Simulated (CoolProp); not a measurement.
Vapour-liquid equilibrium of dimethyl carbonate (1) + n-heptane (2) at 174.65 °C; x and y are mole fractions of (1).

Model: multi-fluid Helmholtz-energy mixture model, Zhou 2011 and Span 2003; pair parameters Bell 2016, in CoolProp.

| x | bubble pressure (bar) | y at the bubble point | dew pressure at overall composition x (bar) | liquid density (mol/L) |
|---|---|---|---|---|
| 0.05 | 6.793 | ? | 6.437 | 5.397 |
| 0.15 | 7.779 | ? | 6.984 | ? |
| 0.25 | 8.501 | 0.392 | 7.587 | 5.834 |
| 0.35 | 9.008 | 0.474 | 8.231 | 6.103 |
| 0.45 | 9.346 | 0.541 | 8.867 | 6.416 |
| 0.55 | ? | 0.599 | 9.386 | 6.783 |
| 0.65 | 9.625 | 0.656 | 9.623 | 7.211 |
| 0.75 | 9.575 | 0.718 | ? | 7.711 |
| 0.85 | 9.348 | 0.797 | 9.128 | 8.291 |
| 0.95 | 8.829 | 0.913 | 8.646 | 8.963 |

Complete the blanks.


- 0.05, y at the bubble point: 0.116
- 0.15, y at the bubble point: 0.280
- 0.15, liquid density (mol/L): 5.601
- 0.55, bubble pressure (bar): 9.546
- 0.75, dew pressure at overall composition x (bar): 9.501

y crosses x between x = 0.65 and 0.75: the model has an azeotrope there.

The pair parameters rest on a limited set of measurements; away from them the model extrapolates.
